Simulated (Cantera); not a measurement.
A freely propagating, adiabatic, planar premixed flame of 20.7 % H2, 16.7 % O2, 62.7 % N2, unburnt at 523 K and 0.987 atm; mixture-averaged transport, grid criteria slope 0.08 and curve 0.16, no radiation.

Cantera simulation using the H2/O2 subset of GRI-Mech 3.0, which has no nitrogen chemistry; the numbers are that mechanism's predictions, not measurements. Burning velocities carry a grid error of a few per cent, more on coarse grids. Lean hydrogen flames are cellular in practice and burn faster than this planar one.

Q: Predict: laminar burning velocity; thermal thickness; peak x(H2O2); peak x(O); peak x(H); peak x(HO2).

A: 
| Quantity | Result |
|---|---|
| laminar burning velocity | 322 cm/s |
| thermal thickness | 0.405 mm |
| peak x(H2O2) | 3.26e-5 |
| peak x(O) | 0.0106 |
| peak x(H) | 0.0195 |
| peak x(HO2) | 0.000339 |
